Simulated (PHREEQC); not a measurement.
Dissolve 0.0086 mol/kgw Cd(NO3)2 and 0.016 mol/kgw HBF4 at 25 °C. Closed to the air; pH follows from the charge balance.

Equilibrium calculation in PHREEQC: ion-association model, wateq4f.dat.

```json
{
  "pH": "1.89",
  "ionic_strength": "0.0403 mol/kgw",
  "total_alkalinity": "-64.0 meq/kg"
}
```

```json
[
 {"species": "NO3-", "molality": "0.0170", "activity": "0.0140", "log γ": "-0.085"},
 {"species": "H+", "molality": "0.0148", "activity": "0.0128", "log γ": "-0.064"},
 {"species": "BF4-", "molality": "0.0135", "activity": "0.0110", "log γ": "-0.088"},
 {"species": "Cd+2", "molality": "0.00841", "activity": "0.00406", "log γ": "-0.316"},
 {"species": "HF", "molality": "0.00683", "activity": "0.00689", "log γ": "0.004"},
 {"species": "H3BO3", "molality": "0.00164", "activity": "0.00165", "log γ": "0.004"},
 {"species": "BF3OH-", "molality": "0.000720", "activity": "0.000588", "log γ": "-0.088"},
 {"species": "F-", "molality": "0.000435", "activity": "0.000359", "log γ": "-0.083"}
]
```

This is a speciation only: nothing precipitates in the calculation. Real BF4- forms and hydrolyses slowly; the run takes it at equilibrium.
